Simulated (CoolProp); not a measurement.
The fluid at 320 K and 1.53 MPa is compressed adiabatically to 5.75 MPa with isentropic efficiency 0.8. The same conditions are run with several fluids, on thermodynamics alone (safety and materials aside).

Model: reference Helmholtz-energy equation of state of each fluid (carbonyl sulfide: Lemmon 2006; hydrogen sulfide: Lemmon 2006; ethylene: Smukala 2000), in CoolProp.

| fluid | work (kJ/kg) | final temperature (K) | final phase | final density (kg/m³) |
|---|---|---|---|---|
| carbonyl sulfide | ___ | ___ | gas | 120 |
| hydrogen sulfide | ___ | 467.9 | gas | ___ |
| ethylene | ___ | ___ | supercritical | 50.4 |

Q: Some entries are withheld; supply them.

A: 
- carbonyl sulfide, work (kJ/kg): 68.2
- carbonyl sulfide, final temperature (K): 440.8
- hydrogen sulfide, work (kJ/kg): 136
- hydrogen sulfide, final density (kg/m³): 56.3
- ethylene, work (kJ/kg): 162
- ethylene, final temperature (K): 425.4
